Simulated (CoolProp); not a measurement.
Propylene at 377.11 K and 0.141 MPa flows at 2.8 m/s in a round tube of 1 mm bore and 45 µm roughness, fully developed (64/Re and Nu = 3.66 if laminar; Colebrook and Gnielinski if turbulent). Each further row changes one setting.

The numbers come from the reference Helmholtz-energy equation of state, Lemmon 2013 in CoolProp.

```json
[
 {"case": "as stated", "Reynolds number": "(withheld)", "Darcy friction factor": "(withheld)", "pressure drop (Pa/m)": "(withheld)", "heat-transfer coefficient (W/(m² K))": "95.4", "mass flow (kg/h)": "(withheld)"},
 {"case": "velocity 5.6 m/s", "Reynolds number": "987", "Darcy friction factor": "0.0649", "pressure drop (Pa/m)": "1940", "heat-transfer coefficient (W/(m² K))": "95.4", "mass flow (kg/h)": "0.0303"},
 {"case": "diameter 2 mm", "Reynolds number": "987", "Darcy friction factor": "0.0649", "pressure drop (Pa/m)": "243", "heat-transfer coefficient (W/(m² K))": "47.7", "mass flow (kg/h)": "0.0605"}
]
```

Question: Complete the blanks.

Answer: 
- as stated, Reynolds number: 493
- as stated, Darcy friction factor: 0.130
- as stated, pressure drop (Pa/m): 972
- as stated, mass flow (kg/h): 0.0151

Viscosity comes from a separate model (Huber 2003), an estimate that may be off by 10 % or more. Thermal conductivity comes from a separate model (Huber 2003), an estimate that may be off by 10 % or more.
